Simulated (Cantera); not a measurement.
An adiabatic, constant-pressure homogeneous reactor starts with CH₄ : O₂ : N₂ : H₂O = 1 : 4.08 : 15.3 : 0.75 (molar parts), at 1675 K and 22.7 atm.

Detailed kinetics in Cantera: GRI-Mech 3.0 (53 species, 325 reactions). The pressure lies above the range GRI-Mech 3.0 was tuned for (to about 10 atm).

**Question.** Predict: time of steepest temperature rise; temperature at 6.00 s; equilibrium temperature; x(O₂) at 6.00 s; x(H₂O) at 6.00 s; x(H₂) at 6.00 s; x(CO₂) at 6.00 s.

**Answer.** time of steepest temperature rise: 18.5 µs
temperature at 6.00 s: 2551 K
equilibrium temperature: 2551 K
x(O₂) at 6.00 s: 0.0890 (gas-phase equilibrium 0.0890)
x(H₂O) at 6.00 s: 0.125 (gas-phase equilibrium 0.125)
x(H₂) at 6.00 s: 0.000670 (gas-phase equilibrium 0.000670)
x(CO₂) at 6.00 s: 0.0456 (gas-phase equilibrium 0.0456)
